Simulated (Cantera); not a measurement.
What does this Cantera script print?

```python
import numpy as np
import cantera as ct

gas_names = [...]  # 123 gases of nasa_gas.yaml made of C, H, O, S
cond_names = """
    C(gr) C6H6(L) C7H8(L) C8H18(L),n-octa H2O(s) H2O(L) H2SO4(L) S(cr1) S(cr2) S(L)
""".split()


# ... load() reads the species with a 1 bar reference pressure and builds the phases ...
atoms = {
    'CS2': {'C': 1, 'S': 2},
    'H2O': {'H': 2, 'O': 1},
    'O2': {'O': 2},
}
top_T = {'C(gr)': 4500}  # K; cautious upper limits of use, not melting points


# ... equilibrate(T, P, feed) seeds the gas with the atoms and calls Mixture.equilibrate('TP', solver="vcs", rtol=1e-11, max_steps=5000) ...
results = []
feed = {'CS2': 1, 'H2O': 0.79, 'O2': 0.11}  # mol
T = 823.15  # K
P = 10000  # Pa
mix = equilibrate(T, P, feed)
results.append((T, P, feed, dict(zip(mix.species_names, mix.species_moles))))
x = sorted(zip(gas.X, gas.species_names), reverse=True)
print(f"T = {T:g} K  P = {P:g} Pa  gas = {mix.phase_moles(0):.4g} mol")
print("   x: " + "  ".join(f"{s} {v:.3e}" for v, s in x if v > 0.0001))
print("   condensed (mol): " + ("  ".join(f"{mix.phase(i).name} {mix.phase_moles(i):.4g}"
      for i in range(1, mix.n_phases) if mix.phase_moles(i) > 1e-12) or "none"))
```

Output:

```
T = 823.15 K  P = 10000 Pa  gas = 1.958 mol
   x: H2S 3.987e-01  COS 2.301e-01  CO2 1.142e-01  CS2 1.109e-01  S2 8.557e-02  CO 5.563e-02  H2 3.138e-03  H2O 1.783e-03
   condensed (mol): none
```

Cantera equilibrium calculation (NASA polynomials, part measured and part estimated; ideal gas, pure solids and liquids). Gases not in the tables: S3 to S7.
